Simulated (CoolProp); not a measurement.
Vapour-liquid equilibrium of ethanol (1) + benzene (2) at 406.7 K; x and y are mole fractions of (1).

Computed with CoolProp (multi-fluid Helmholtz-energy mixture model, Schroeder 2014 and Thol 2012; pair parameters Bell 2016).

```json
[
 {"x": "0.05", "bubble pressure (MPa)": "0.4901", "y at the bubble point": "0.186", "dew pressure at overall composition x (MPa)": "0.4295", "liquid density (mol/L)": "9.710"},
 {"x": "0.2", "bubble pressure (MPa)": "0.6255", "y at the bubble point": "0.418", "dew pressure at overall composition x (MPa)": "0.4972", "liquid density (mol/L)": "10.09"},
 {"x": "0.35", "bubble pressure (MPa)": "0.6793", "y at the bubble point": "0.509", "dew pressure at overall composition x (MPa)": "0.5825", "liquid density (mol/L)": "10.58"},
 {"x": "0.5", "bubble pressure (MPa)": "0.7022", "y at the bubble point": "0.571", "dew pressure at overall composition x (MPa)": "0.6749", "liquid density (mol/L)": "11.21"},
 {"x": "0.65", "bubble pressure (MPa)": "0.7088", "y at the bubble point": "0.643", "dew pressure at overall composition x (MPa)": "0.7086", "liquid density (mol/L)": "12.02"},
 {"x": "0.8", "bubble pressure (MPa)": "0.6945", "y at the bubble point": "0.753", "dew pressure at overall composition x (MPa)": "0.6842", "liquid density (mol/L)": "13.00"},
 {"x": "0.95", "bubble pressure (MPa)": "0.6526", "y at the bubble point": "0.927", "dew pressure at overall composition x (MPa)": "0.6466", "liquid density (mol/L)": "14.18"}
]
```

y crosses x between x = 0.5 and 0.65: the model has an azeotrope there.

The pair parameters rest on a limited set of measurements; away from them the model extrapolates.
